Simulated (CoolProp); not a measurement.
Cyclohexane along the isobar 6.48 MPa: density (kg/m³) from the reference equation and from simpler models built on Tc = 553.6 K, pc = 4.081 MPa, ω = 0.209; each cubic takes its own stable root.

Model: reference Helmholtz-energy equation of state, Zhou 2014, in CoolProp.

```csv
T (K),phase,reference
524.5,liquid,522.6
533.1,liquid,506.4
541.8,liquid,488.4
550.5,liquid,468.3
559.2,supercritical,445.1
567.9,supercritical,417.7
576.6,supercritical,384.0
585.3,supercritical,342.2
593.9,supercritical,296.6
602.6,supercritical,256.2
611.3,supercritical,225.7
620,supercritical,203.4
```

**Question.** How far does each simpler model (van der Waals, Redlich-Kwong, Soave-Redlich-Kwong, Peng-Robinson) lie from the reference over these 12 states: mean and median of the absolute difference, and the worst?

**Answer.** 
- van der Waals: mean 20.2 %, median 23.9 %, worst -32.0 % at 524.5 K and 6.48 MPa
- Redlich-Kwong: mean 9.3 %, median 12.5 %, worst -13.8 % at 559.2 K and 6.48 MPa
- Soave-Redlich-Kwong: mean 12.3 %, median 12.7 %, worst -15.5 % at 576.6 K and 6.48 MPa
- Peng-Robinson: mean 4.3 %, median 4.2 %, worst -7.9 % at 585.3 K and 6.48 MPa
